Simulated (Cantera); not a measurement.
A closed system holds: 1 mol Si, 0.56 mol Cl2, 3.3 mol H2, 4.1 mol HCl, held at 1073 K and 100000 Pa.

These are equilibrium values from Cantera (NASA tables, ideal gas, pure condensed phases), not measurements of a reactor. Candidate condensed phases: Si; 19 gas species. The tables' values for SiCl3 are old estimates; treat these amounts as uncertain. Equilibrium is a limit: real reactors are often held back by kinetics, nucleation or transport.

Base state: H2 0.674, HCl 0.182, SiCl4 0.137, SiHCl3 0.00623, SiCl3 0.000316, SiH2Cl2 3.30e-5, SiCl2 1.17e-5 (mole fractions); condensed: gas only.

Q: What changes in the equilibrium state with this change: Cl2 from 0.56 to 1.2 mol?

A: 
| species | before | after |
|---|---|---|
| H2 | 0.674 | 0.537 |
| HCl | 0.182 | 0.332 |
| SiCl4 | 0.137 | 0.129 |
| SiH2Cl2 | 3.30e-5 | 5.92e-6 |
| SiCl2 | 1.17e-5 | 2.62e-6 |
| SiHCl3 | 0.00623 | 0.00256 |
